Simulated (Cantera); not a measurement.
Input: 1 mol MgO, 5.8 mol N2, 0.1 mol HCl, at 1.33 mbar.

Method: chemical equilibrium by Gibbs-energy minimisation in Cantera with the NASA 1993 tables (ideal gas, pure condensed phases). Candidate condensed phases: H2O, Mg, MgCl2, MgO, Mg(OH)2, NH4Cl; 38 gas species. Kinetics and transport are ignored.

Task: At 2650 °C, list the 4 most abundant gas species with their mole fractions, and the condensed phases.

Result: N2 0.726, Mg 0.125, O 0.116, Cl 0.0125. Condensed: gas only.
